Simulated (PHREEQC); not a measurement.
Model water analysis in mg/L, 25 °C, pH 6.64, pe 8:

```csv
constituent,mg/L
Na,0.238
K,0.015
Ca,0.106
Mg,0.0381
Cl,0.129
S(6) as SO4,0.0402
Alkalinity as HCO3,0.901
Zn,0.00271
Sr,0.0238
N(5) as NO3,0.000389
```

Valence states are taken as typed.

All values are PHREEQC results (ion-association model, phreeqc.dat), not measurements.

```yaml
ionic_strength: 2.47e-5 mol/kgw
charge_balance_error: 1.4 %
```

```
species  molality  activity   log γ
-------  --------  --------  ------
HCO3-     1.49e-5   1.49e-5  -0.003
Na+       1.03e-5   1.03e-5  -0.003
CO2       7.65e-6   7.65e-6   0.000
Cl-       3.64e-6   3.62e-6  -0.003
Ca+2      2.64e-6   2.58e-6  -0.010
Mg+2      1.57e-6   1.53e-6  -0.010
SO4-2     4.18e-7   4.08e-7  -0.010
K+        3.84e-7   3.81e-7  -0.003
Sr+2      2.72e-7   2.65e-7  -0.010
H+        2.30e-7   2.29e-7  -0.002
OH-       4.44e-8   4.42e-8  -0.003
Zn+2      4.12e-8   4.02e-8  -0.010
NO3-      6.27e-9   6.24e-9  -0.003
CO3-2     3.11e-9   3.04e-9  -0.010
```

No solid was allowed to form.
